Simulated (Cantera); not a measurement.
**B2O3 + H2O + NH3 (boron, boron nitride and boron oxide)**

Input: 1 mol B2O3, 0.056 mol H2O, 3 mol NH3, equilibrated at 1.00 bar.

Equilibrium computed with Cantera from the NASA thermochemical tables; the gas is ideal and each condensed phase is pure. Candidate condensed phases: B, BN, B2O3, B3O3H3, H2O; 39 gas species. Equilibrium is a limit: real reactors are often held back by kinetics, nucleation or transport.

```
T (°C)   x H2   x N2  x B2O3  x HBO2   x HBO    x H2O   x B2O2      x BO  n B2O3(l)
------  -----  -----  ------  ------  ------  -------  -------  --------  ---------
1627    0.701  0.239  0.0127  0.0259  0.0150  0.00466  0.00103  0.000228      0.784
1652    0.690  0.237  0.0173  0.0299  0.0183  0.00476  0.00149  0.000330      0.727
1677    0.678  0.234  0.0233  0.0345  0.0221  0.00492  0.00212  0.000468      0.654
1702    0.662  0.231  0.0311  0.0398  0.0262  0.00512  0.00294  0.000655      0.562
1727    0.644  0.227  0.0412  0.0459  0.0307  0.00534  0.00399  0.000904      0.444
1752    0.622  0.222  0.0542  0.0528  0.0355  0.00560  0.00533   0.00123      0.293
1777    0.596  0.215  0.0707  0.0606  0.0406  0.00586  0.00699   0.00165     0.0997
1802    0.583  0.212  0.0786  0.0645  0.0433  0.00620  0.00786   0.00204          0
1827    0.582  0.212  0.0776  0.0650  0.0442  0.00662  0.00793   0.00239          0
1852    0.580  0.212  0.0766  0.0655  0.0450  0.00705  0.00799   0.00278          0
1877    0.579  0.212  0.0756  0.0660  0.0459  0.00750  0.00804   0.00322          0
1902    0.577  0.212  0.0746  0.0664  0.0467  0.00797  0.00809   0.00372          0
1927    0.575  0.212  0.0736  0.0668  0.0475  0.00845  0.00813   0.00428          0
```
x: gas mole fraction; n: condensed amount in mol.

From 1627 °C to 1777 °C the condensed part is B2O3(l). From 1802 °C to 1927 °C nothing is condensed. The main B-bearing gas is HBO2 at 1627 °C and B2O3 at 1927 °C.
